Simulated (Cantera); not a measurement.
Feed: 1 mol TiCl4, a varied amount of CH4, at 0.00133 bar.

Points: T (K) = 1148, 1248, 1348, 1448, 1548, 1648, 1748, 1848, 1948, 2048; n(CH4) (mol) = 0.15, 0.2, 0.26, 0.35, 0.45, 0.6, 0.79, 1, 1.4.

Cantera's Mixture.equilibrate('TP', solver="vcs", rtol=1e-11, max_steps=5000) on the NASA tables stopped like this:

```
ERROR: FAILURE its = 5001!

*******************************************************************************
CanteraError thrown by MultiPhase::equilibrate:
VCS solver failed. Return code: -1
*******************************************************************************
```

What got this run through?

This is not unique; one that fits is The failure is numerical, not chemical. The same input converged with solver="gibbs", rtol=1e-10, max_steps=50000, and the result passed a check of the equilibrium conditions:
```
   1148       0.15  C(gr) + TiC(s)
   1148        0.2  C(gr) + TiC(s)
   1148       0.26  C(gr) + TiC(s)
   1148       0.35  C(gr) + TiC(s)
   1148       0.45  C(gr) + TiC(s)
   1148        0.6  C(gr) + TiC(s)
   1148       0.79  C(gr) + TiC(s)
   1148          1  C(gr) + TiC(s)
   1148        1.4  C(gr) + TiC(s)
   1248       0.15  C(gr) + TiC(s)
   1248        0.2  C(gr) + TiC(s)
   1248       0.26  C(gr) + TiC(s)
   1248       0.35  C(gr) + TiC(s)
   1248       0.45  C(gr) + TiC(s)
   1248        0.6  C(gr) + TiC(s)
   1248       0.79  C(gr) + TiC(s)
   1248          1  C(gr) + TiC(s)
   1248        1.4  C(gr) + TiC(s)
   1348       0.15  C(gr)
   1348        0.2  C(gr) + TiC(s)
   1348       0.26  C(gr) + TiC(s)
   1348       0.35  C(gr) + TiC(s)
   1348       0.45  C(gr) + TiC(s)
   1348        0.6  C(gr) + TiC(s)
   1348       0.79  C(gr) + TiC(s)
   1348          1  C(gr) + TiC(s)
   1348        1.4  C(gr) + TiC(s)
   1448       0.15  C(gr)
   1448        0.2  C(gr) + TiC(s)
   1448       0.26  C(gr) + TiC(s)
   1448       0.35  C(gr) + TiC(s)
   1448       0.45  C(gr) + TiC(s)
   1448        0.6  C(gr) + TiC(s)
   1448       0.79  C(gr) + TiC(s)
   1448          1  C(gr) + TiC(s)
   1448        1.4  C(gr) + TiC(s)
   1548       0.15  C(gr)
   1548        0.2  C(gr)
   1548       0.26  C(gr) + TiC(s)
   1548       0.35  C(gr) + TiC(s)
   1548       0.45  C(gr) + TiC(s)
   1548        0.6  C(gr) + TiC(s)
   1548       0.79  C(gr) + TiC(s)
   1548          1  C(gr) + TiC(s)
   1548        1.4  C(gr) + TiC(s)
   1648       0.15  C(gr)
   1648        0.2  C(gr)
   1648       0.26  C(gr) + TiC(s)
   1648       0.35  C(gr) + TiC(s)
   1648       0.45  C(gr) + TiC(s)
   1648        0.6  C(gr) + TiC(s)
   1648       0.79  C(gr) + TiC(s)
   1648          1  C(gr) + TiC(s)
   1648        1.4  C(gr) + TiC(s)
   1748       0.15  C(gr)
   1748        0.2  C(gr)
   1748       0.26  C(gr) + TiC(s)
   1748       0.35  C(gr) + TiC(s)
   1748       0.45  C(gr) + TiC(s)
   1748        0.6  C(gr) + TiC(s)
   1748       0.79  C(gr) + TiC(s)
   1748          1  C(gr) + TiC(s)
   1748        1.4  C(gr) + TiC(s)
   1848       0.15  C(gr)
   1848        0.2  C(gr)
   1848       0.26  C(gr) + TiC(s)
   1848       0.35  C(gr) + TiC(s)
   1848       0.45  C(gr) + TiC(s)
   1848        0.6  C(gr) + TiC(s)
   1848       0.79  C(gr) + TiC(s)
   1848          1  C(gr) + TiC(s)
   1848        1.4  C(gr) + TiC(s)
   1948       0.15  C(gr)
   1948        0.2  C(gr)
   1948       0.26  C(gr) + TiC(s)
   1948       0.35  C(gr) + TiC(s)
   1948       0.45  C(gr) + TiC(s)
   1948        0.6  C(gr) + TiC(s)
   1948       0.79  C(gr) + TiC(s)
   1948          1  C(gr) + TiC(s)
   1948        1.4  C(gr) + TiC(s)
   2048       0.15  C(gr)
   2048        0.2  C(gr) + TiC(s)
   2048       0.26  C(gr) + TiC(s)
   2048       0.35  C(gr) + TiC(s)
   2048       0.45  C(gr) + TiC(s)
   2048        0.6  C(gr) + TiC(s)
   2048       0.79  C(gr) + TiC(s)
   2048          1  C(gr) + TiC(s)
   2048        1.4  C(gr) + TiC(s)
```

The gas is ideal and each condensed phase is pure. The tables' values for TiCl2 are old estimates. TiC: taken at fixed stoichiometry.
